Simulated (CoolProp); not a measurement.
Computed with CoolProp (reference Helmholtz-energy equation of state, Lemmon and Jacobsen 2000).

**Question.** Give the vapour pressure (bar), enthalpy of vaporisation (kJ/kg), liquid cp (kJ/(kg K)), vapour Z of saturated R143a at 284.7 K.

**Answer.** 
| T (K) | p (bar) | enthalpy of vaporisation (kJ/kg) | liquid cp (kJ/(kg K)) | vapour Z |
|---|---|---|---|---|
| 284.7 | 8.74 | 176 | 1.56 | 0.799 |
